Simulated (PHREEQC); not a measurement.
A solution holds 0.09 mol/kgw NH3, 0.0051 mol/kgw Na2SiO3 and 0.0015 mol/kgw K3PO4, at 45 °C. Closed to the air; pH follows from the charge balance.

Model: ion-association model, phreeqc.dat, run in PHREEQC.

Problem. The ionic strength comes out as 0.0172 mol/kgw. What activity coefficients do OH-, HPO4-2, Na+, H2SiO4-2, H3SiO4- get?

Solution. OH- 0.87, HPO4-2 0.59, Na+ 0.87, H2SiO4-2 0.60, H3SiO4- 0.87.

No solid was allowed to form. At this temperature some constants are extrapolated from 25 °C, and those without enthalpy data are left unchanged.
